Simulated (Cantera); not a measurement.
Input: 1 mol B2H6, 2 mol O2, 12 mol H2, equilibrated at 75.0 Torr.

Method: chemical equilibrium by Gibbs-energy minimisation in Cantera with the NASA 1993 tables (ideal gas, pure condensed phases). Candidate condensed phases: B, B2O3, B3O3H3, H2O; 23 gas species. The feed counts by its element totals alone. Gases not in the tables: H3BO3. The numbers say what is thermodynamically allowed, not how fast it happens.

### Question
Which condensed phases are stable at each of these points (T (K)): 973, 1073, 1173, 1273, 1373, 1473, 1573, 1673, 1773, 1873, 1973?

### Answer
| T (K) | condensed phases | B condensed (%) |
|---|---|---|
| 973 | B2O3(l) | 99.6 |
| 1073 | B2O3(l) | 99.7 |
| 1173 | B2O3(l) | 99.5 |
| 1273 | B2O3(l) | 98.5 |
| 1373 | B2O3(l) | 95.7 |
| 1473 | B2O3(l) | 88.7 |
| 1573 | B2O3(l) | 74.1 |
| 1673 | B2O3(l) | 45.9 |
| 1773 | gas only | 0.0 |
| 1873 | gas only | 0.0 |
| 1973 | gas only | 0.0 |

From 973 K to 1673 K the condensed part is B2O3(l). From 1773 K to 1973 K nothing is condensed.
